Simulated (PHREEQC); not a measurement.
A solution holds 0.0027 mol KHF2 per kg of water, at 20 °C. Closed to the air; pH follows from the charge balance.

Computed with PHREEQC (ion-association model, wateq4f.dat).

Each row changes one thing in this solution. Precipitation was switched off in this run.

```
case                            pH  ionic strength (mol/kgw)  F- (mol/kgw)  HF (mol/kgw)  HF2- (mol/kgw)  H2F2 (mol/kgw)
----------------------------  ----  ------------------------  ------------  ------------  --------------  --------------
as made                       3.29                   0.00324       0.00321       0.00211         2.49e-5         1.38e-5
0.00012 mol/kgw NH4Cl added   3.29                   0.00336       0.00321       0.00211         2.49e-5         1.38e-5
temperature from 20 to 40 °C  3.41                   0.00311       0.00309       0.00224         2.91e-5             [?]
0.0045 mol/kgw NaCl added     3.29                   0.00775       0.00323       0.00209         2.48e-5             [?]
diluted 10-fold with water    3.78                  0.000441      0.000441       9.87e-5         1.60e-7         3.03e-8
0.0027 mol/kgw CdBr2 added    3.28                   0.00957       0.00320       0.00208             [?]         1.34e-5
diluted 5-fold with water     3.59                  0.000805      0.000804      0.000274         8.11e-7             [?]
temperature from 20 to 55 °C  3.51                   0.00303       0.00300       0.00233         3.06e-5             [?]
```

### Question
What belongs in the gaps?

### Answer

- temperature from 20 to 40 °C, H2F2 (mol/kgw): 7.51e-6
- 0.0045 mol/kgw NaCl added, H2F2 (mol/kgw): 1.36e-5
- 0.0027 mol/kgw CdBr2 added, HF2- (mol/kgw): 2.45e-5
- diluted 5-fold with water, H2F2 (mol/kgw): 2.34e-7
- temperature from 20 to 55 °C, H2F2 (mol/kgw): 4.52e-6

Complexes and solids missing from the database can't appear. Away from 25 °C the constants follow the database's enthalpies or fits; those with neither stay at their 25 °C values.
